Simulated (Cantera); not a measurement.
Feed: 1 mol Fe2O3, 0.19 mol SO2, 1.2 mol N2, equilibrated at 1450 °C and 0.0100 bar.

These are equilibrium values from Cantera (NASA tables, ideal gas, pure condensed phases), not measurements of a reactor. Candidate condensed phases: Fe, FeO, FeS, FeSO4, FeS2, Fe2O3, Fe2(SO4)3, Fe3O4, S; 19 gas species. Equilibrium is a limit: real reactors are often held back by kinetics, nucleation or transport.

Task: What is the equilibrium state?

Result: 
```
Quantity                             Result
--------------------------------  ---------
x(N2)                                 0.770
x(SO2)                                0.122
x(O2)                                 0.106
x(NO)                               0.00222
x(O)                               0.000185
x(SO3)                              5.53e-5
x(SO)                               3.02e-5
x(FeO)                              1.64e-6
n(Fe3O4(s))                       0.667 mol
gas amount                        1.557 mol
log10 activity of Fe(δ) (absent)      -3.82
log10 activity of S(l) (absent)       -8.50
```
